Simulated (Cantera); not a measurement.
An isothermal, constant-pressure homogeneous reactor starts with H₂ : O₂ = 0.022 : 1 (molar parts), equivalence ratio 0.011, at 950 K and 0.00610 bar.

Detailed kinetics in Cantera: GRI-Mech 3.0 (53 species, 325 reactions). Radical loss at walls, strong at low pressure, is not modelled.

x: mole fraction; the columns are a selection and need not sum to one.

| t (s) | x H₂ | x O₂ | x OH | x HO₂ | x O | x H₂O | x H₂O₂ |
|---|---|---|---|---|---|---|---|
| 4.00e-6 | 0.0215 | 0.978 | <1e-12 | <1e-12 | <1e-12 | <1e-12 | <1e-12 |
| 3.36e-5 | 0.0215 | 0.978 | <1e-12 | <1e-12 | <1e-12 | <1e-12 | <1e-12 |
| 0.000283 | 0.0215 | 0.978 | 1.53e-12 | 6.28e-12 | 1.73e-12 | <1e-12 | <1e-12 |
| 0.00238 | 0.0215 | 0.978 | 4.60e-11 | 5.37e-11 | 8.56e-11 | 7.48e-11 | <1e-12 |
| 0.0200 | 0.0215 | 0.978 | 2.91e-6 | (withheld) | 6.32e-6 | 8.69e-6 | 9.14e-12 |
| 0.168 | 9.47e-5 | 0.973 | 0.000359 | (withheld) | 0.00449 | 0.0211 | 1.72e-8 |
| 1.41 | 2.82e-6 | 0.978 | 6.17e-5 | (withheld) | 0.000154 | 0.0217 | 1.21e-8 |
| 11.9 | 5.18e-8 | 0.978 | 9.21e-6 | (withheld) | 3.35e-6 | 0.0218 | 3.16e-9 |
| 100 | 2.19e-9 | 0.978 | 2.02e-6 | (withheld) | 1.61e-7 | 0.0218 | 4.73e-10 |

### Question
Fill in the missing entries.

### Answer

- 0.0200, x HO₂: 9.11e-8
- 0.168, x HO₂: 1.71e-6
- 1.41, x HO₂: 3.36e-7
- 11.9, x HO₂: 2.07e-8
- 100, x HO₂: 1.30e-9
